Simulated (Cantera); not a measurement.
A perfectly stirred reactor is fed with 10.6 % H2, 75.8 % O2, 12.1 % N2, 1.44 % H2O, at 2670 Pa; it is held at 1075 K, and followed from long to short residence time.

Cantera simulation using the H2/O2 subset of GRI-Mech 3.0, which has no nitrogen chemistry; the numbers are that mechanism's predictions, not measurements. Radical loss at walls, strong at low pressure, is not modelled. The temperature is held fixed by assumption; the heat of reaction is taken as removed at once.

Question: Predict: x(H2) at τ = 1.70 s; x(O2) at τ = 1.70 s; x(H2O2) at τ = 1.70 s; x(H) at τ = 1.70 s; x(HO2) at τ = 1.70 s; x(H2) at τ = 44.0 ms; x(O2) at τ = 44.0 ms; x(H2O2) at τ = 44.0 ms; x(H) at τ = 44.0 ms; x(HO2) at τ = 44.0 ms.

Answer: 
- x(H2) at τ = 1.70 s = 0.000293
- x(O2) at τ = 1.70 s = 0.744
- x(H2O2) at τ = 1.70 s = 3.17e-7
- x(H) at τ = 1.70 s = 4.71e-5
- x(HO2) at τ = 1.70 s = 4.56e-6
- x(H2) at τ = 44.0 ms = 0.00255
- x(O2) at τ = 44.0 ms = 0.739
- x(H2O2) at τ = 44.0 ms = 5.85e-7
- x(H) at τ = 44.0 ms = 0.00169
- x(HO2) at τ = 44.0 ms = 1.31e-5
